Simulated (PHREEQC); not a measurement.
Dissolve 0.74 mol NaCl and 0.14 mol K2SO4 per kg of water at 20 °C. Closed to the air; pH follows from the charge balance.

Computed with PHREEQC (Pitzer model, pitzer.dat).

No solid was allowed to form.

Q: What activity of water, density, osmotic coefficient does the model give?

A: activity of water 0.971; density 1.046 g/cm³; osmotic coefficient 0.864.
